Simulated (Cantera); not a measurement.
Feed: 1 mol B, 1.1 mol H₂O, 0.037 mol H₂, equilibrated at 1900 Pa.

Equilibrium computed with Cantera from the NASA thermochemical tables; the gas is ideal and each condensed phase is pure. Candidate condensed phases: B, B₂O₃, B₃O₃H₃, H₂O; 23 gas species. Mutual solubility and eutectic melting of coexisting phases are not modelled. The tables' values for BH₂ are old estimates; treat these amounts as uncertain. The numbers say what is thermodynamically allowed, not how fast it happens.

x: gas mole fraction; n: condensed amount in mol.

```json
[
 {"T (°C)": "950", "x H₂": "0.998", "x HBO": "0.000632", "x B₂O₂": "7.53e-6", "x B₂O₃": "1.01e-6", "x HBO₂": "7.20e-6", "n B(s)": "0.265", "n B₂O₃(l)": "0.365"},
 {"T (°C)": "975", "x H₂": "0.998", "x HBO": "0.000948", "x B₂O₂": "1.53e-5", "x B₂O₃": "2.18e-6", "x HBO₂": "1.18e-5", "n B(s)": "0.265", "n B₂O₃(l)": "0.365"},
 {"T (°C)": "1000", "x H₂": "0.998", "x HBO": "0.00140", "x B₂O₂": "3.03e-5", "x B₂O₃": "4.57e-6", "x HBO₂": "1.89e-5", "n B(s)": "0.265", "n B₂O₃(l)": "0.365"},
 {"T (°C)": "1025", "x H₂": "0.997", "x HBO": "0.00203", "x B₂O₂": "5.83e-5", "x B₂O₃": "9.27e-6", "x HBO₂": "2.98e-5", "n B(s)": "0.265", "n B₂O₃(l)": "0.365"},
 {"T (°C)": "1050", "x H₂": "0.996", "x HBO": "0.00291", "x B₂O₂": "0.000109", "x B₂O₃": "1.83e-5", "x HBO₂": "4.60e-5", "n B(s)": "0.264", "n B₂O₃(l)": "0.364"},
 {"T (°C)": "1075", "x H₂": "0.995", "x HBO": "[?]", "x B₂O₂": "[?]", "x B₂O₃": "[?]", "x HBO₂": "[?]", "n B(s)": "0.264", "n B₂O₃(l)": "0.364"},
 {"T (°C)": "1100", "x H₂": "0.993", "x HBO": "0.00572", "x B₂O₂": "0.000358", "x B₂O₃": "6.59e-5", "x HBO₂": "0.000105", "n B(s)": "0.263", "n B₂O₃(l)": "0.363"},
 {"T (°C)": "1125", "x H₂": "0.990", "x HBO": "0.00786", "x B₂O₂": "0.000626", "x B₂O₃": "0.000121", "x HBO₂": "0.000154", "n B(s)": "0.262", "n B₂O₃(l)": "0.362"},
 {"T (°C)": "1150", "x H₂": "0.987", "x HBO": "0.0107", "x B₂O₂": "0.00107", "x B₂O₃": "0.000216", "x HBO₂": "0.000223", "n B(s)": "0.261", "n B₂O₃(l)": "0.360"},
 {"T (°C)": "1175", "x H₂": "0.982", "x HBO": "0.0143", "x B₂O₂": "0.00180", "x B₂O₃": "0.000378", "x HBO₂": "0.000318", "n B(s)": "0.259", "n B₂O₃(l)": "0.358"},
 {"T (°C)": "1200", "x H₂": "0.976", "x HBO": "0.0190", "x B₂O₂": "0.00298", "x B₂O₃": "0.000650", "x HBO₂": "0.000449", "n B(s)": "0.256", "n B₂O₃(l)": "0.355"},
 {"T (°C)": "1225", "x H₂": "0.967", "x HBO": "0.0250", "x B₂O₂": "0.00483", "x B₂O₃": "0.00110", "x HBO₂": "0.000624", "n B(s)": "0.252", "n B₂O₃(l)": "0.350"},
 {"T (°C)": "1250", "x H₂": "0.956", "x HBO": "[?]", "x B₂O₂": "[?]", "x B₂O₃": "[?]", "x HBO₂": "[?]", "n B(s)": "0.247", "n B₂O₃(l)": "0.344"},
 {"T (°C)": "1275", "x H₂": "0.941", "x HBO": "0.0416", "x B₂O₂": "0.0121", "x B₂O₃": "0.00295", "x HBO₂": "0.00116", "n B(s)": "0.240", "n B₂O₃(l)": "0.335"}
]
```

Problem. Fill in the missing entries.

Solution. 
- 1075, x HBO: 0.00411
- 1075, x B₂O₂: 0.000200
- 1075, x B₂O₃: 3.52e-5
- 1075, x HBO₂: 6.99e-5
- 1250, x HBO: 0.0324
- 1250, x B₂O₂: 0.00771
- 1250, x B₂O₃: 0.00181
- 1250, x HBO₂: 0.000856
